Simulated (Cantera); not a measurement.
Catalytic combustion on Pt

An isothermal plug-flow reactor at 873 K and 2.40 bar (inlet), inlet velocity 0.093 m/s, active area per volume 190 1/m; feed CH₄ : O₂ : N₂ = 0.0064 : 0.026 : 0.79 (molar parts), equivalence ratio 0.49.

Computed with Cantera and Deutschmann's 1995 Pt surface mechanism with GRI-Mech 3.0 gas chemistry. Catalytic surfaces can have several steady states; this one follows from the mechanism file's or the stated starting coverage. Mass transfer to the wall is taken as infinitely fast.

```tsv
z (m)	x CH₄	x O₂	x H₂O	x CO₂	x CO	θ free Pt	θ O*	θ OH*
0.00077	0.00765	0.0313	0.000267	0.000132	1.86e-6	0.0915	0.908	0.000569
0.0014	0.00754	0.0311	0.000483	0.000240	1.86e-6	0.0917	0.908	0.000751
0.0024	0.00737	0.0308	0.000821	0.000409	1.82e-6	0.0919	0.907	0.000970
0.0044	0.00704	0.0301	0.00148	0.000739	1.74e-6	0.0924	0.906	0.00130
0.0077	0.00652	0.0291	0.00252	0.00126	1.62e-6	0.0933	0.905	0.00169
0.014	0.00560	0.0273	0.00436	0.00218	1.40e-6	0.0950	0.903	0.00224
0.024	0.00435	0.0248	0.00686	0.00343	1.10e-6	0.0976	0.900	0.00284
0.044	0.00250	0.0211	0.0106	0.00527	6.47e-7	0.102	0.894	0.00359
0.077	0.000906	0.0179	0.0137	0.00686	2.41e-7	0.107	0.889	0.00417
```
x: gas mole fraction; θ: surface coverage.
